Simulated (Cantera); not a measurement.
What does this Cantera script print?

```python
import numpy as np
import cantera as ct

gas_names = """
    CL CL2 H HCL H2 N NH NH2 NH3 N2 N2H2 N2H4 Si SiCL SiCL2 SiCL3 SiCL4 SiH SiHCL3 SiH2 SiH2CL2 SiH3
    SiH3CL SiH4 SiN Si2 Si2N Si3
""".split()
cond_names = """
    NH4CL(a) NH4CL(b) Si(cr) Si(L) Si3N4(a)
""".split()


# ... load() reads the species with a 1 bar reference pressure and builds the phases ...
atoms = {
    'SiH2Cl2': {'Si': 1, 'H': 2, 'CL': 2},
    'N2': {'N': 2},
}
top_T = {'Si3N4(a)': 2400}  # K; cautious upper limits of use, not melting points


# ... equilibrate(T, P, feed) seeds the gas with the atoms and calls Mixture.equilibrate('TP', solver="vcs", rtol=1e-11, max_steps=5000) ...
results = []
feed = {'SiH2Cl2': 1, 'N2': 47}  # mol
T = 973  # K
P = 1500  # Pa
mix = equilibrate(T, P, feed)
results.append((T, P, feed, dict(zip(mix.species_names, mix.species_moles))))
x = sorted(zip(gas.X, gas.species_names), reverse=True)
print(f"T = {T:g} K  P = {P:g} Pa  gas = {mix.phase_moles(0):.4g} mol")
print("   x: " + "  ".join(f"{s} {v:.3e}" for v, s in x if v > 0.0001))
print("   condensed (mol): " + ("  ".join(f"{mix.phase(i).name} {mix.phase_moles(i):.4g}"
      for i in range(1, mix.n_phases) if mix.phase_moles(i) > 1e-12) or "none"))
```

Result:

```
T = 973 K  P = 1500 Pa  gas = 48.29 mol
   x: N2 9.613e-01  HCL 3.074e-02  H2 5.338e-03  SiCL4 2.665e-03
   condensed (mol): Si3N4(a) 0.2903
```

Equilibrium computed with Cantera from the NASA thermochemical tables; the gas is ideal and each condensed phase is pure. N2 is the only nitrogen source here; it is nearly inert below about 1500 K, so the nitride shown seldom forms there in practice.
